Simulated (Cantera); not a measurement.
Source: NASA polynomial tables (part measured, part estimated), evaluated in Cantera. Values are per mole of reaction as written; species without (g) are pure solids or liquids, kept so even where they would boil at 1 bar.

### Question
Between 400 and 650 K, where is each reaction favourable under standard conditions?
- 6 N2O(g) + 12 PH3(g) + 8 O3(g) = 3 P4O10 + 12 NH3(g)

### Answer
- 6 N2O(g) + 12 PH3(g) + 8 O3(g) = 3 P4O10 + 12 NH3(g): ΔG° is -10169 kJ at 400 K and -9500 kJ at 650 K; it stays negative (K > 1). ΔH° is -11209 kJ and ΔS° -2629 J/K at 650 K.
